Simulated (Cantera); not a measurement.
**Premixed flame**

A freely propagating, adiabatic, planar premixed flame of CH4 : O2 : N2 = 1 : 1.8 : 5.14 (molar parts), unburnt at 525 K and 16000 Pa; mixture-averaged transport, grid criteria slope 0.08 and curve 0.16, no radiation.

Cantera simulation using GRI-Mech 3.0 (53 species, 325 reactions); the numbers are that mechanism's predictions, not measurements. Burning velocities carry a grid error of a few per cent, more on coarse grids.

```
z (mm)  T (K)  u (m/s)     x CH4    x O2    x CH3       x O    x C2H6   x H2O2
------  -----  -------  --------  ------  -------  --------  --------  -------
-4.13     525     1.90     0.126   0.227  4.41e-8     <1e-8     <1e-8    <1e-8
-2.75     526     1.91     0.125   0.226  1.37e-6   2.15e-8   4.74e-7  1.04e-7
-2.06     530     1.93     0.125   0.225  7.58e-6   1.56e-7   4.30e-6  5.34e-7
-1.38     586     2.16     0.120   0.220  5.66e-5   2.20e-6  0.000109  2.13e-6
-0.688   1024     3.86    0.0861   0.183  0.00159   6.18e-5   0.00141  3.20e-6
-0.344   1477     5.68    0.0460   0.133  0.00575  0.000370  0.000973  3.37e-6
0        1878     7.32    0.0125  0.0778  0.00494   0.00158   7.76e-5  1.49e-6
0.344    2058     8.06   0.00156  0.0432  0.00110   0.00405   7.90e-7  3.00e-7
0.688    2101     8.22  0.000110  0.0282  9.65e-5   0.00613     <1e-8  6.83e-8
1.38     2120     8.26   3.99e-7  0.0202  3.84e-7   0.00721     <1e-8  5.19e-8
2.75     2137     8.30     <1e-8  0.0180    <1e-8   0.00716     <1e-8  4.89e-8
5.50     2160     8.36     <1e-8  0.0171    <1e-8   0.00679     <1e-8  4.60e-8
11.0     2195     8.48     <1e-8  0.0161    <1e-8   0.00616     <1e-8  4.26e-8
```
x: mole fraction of selected species; z is measured from the peak of heat release.

- laminar burning velocity = 190 cm/s
- thermal thickness = 1.38 mm
- peak x(CH3) = 0.00644
- peak x(O) = 0.00726
- peak x(C2H6) = 0.00154
- peak x(H2O2) = 3.71e-6
